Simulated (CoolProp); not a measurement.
R11 at 232.2 K and 0.187 MPa flows at 2.7 m/s in a round tube of 50 mm bore and 1.5 µm roughness, fully developed (64/Re and Nu = 3.66 if laminar; Colebrook and Gnielinski if turbulent). Each further row changes one setting.

Computed with CoolProp (reference Helmholtz-energy equation of state, Jacobsen 1992).

```
case              Reynolds number  Darcy friction factor  pressure drop (Pa/m)  heat-transfer coefficient (W/(m² K))  mass flow (kg/h)
----------------  ---------------  ---------------------  --------------------  ------------------------------------  ----------------
as stated                  226000                 0.0155                  1840                                  2720             31000
velocity 5.4 m/s           451000                 0.0138                  6540                                  5020             62000
diameter 100 mm            451000                 0.0136                   806                                  2480            124000
```

Viscosity comes from a separate model (Klein 1997), an estimate that may be off by 10 % or more. Thermal conductivity comes from a separate model (McLinden 2000), an estimate that may be off by 10 % or more.
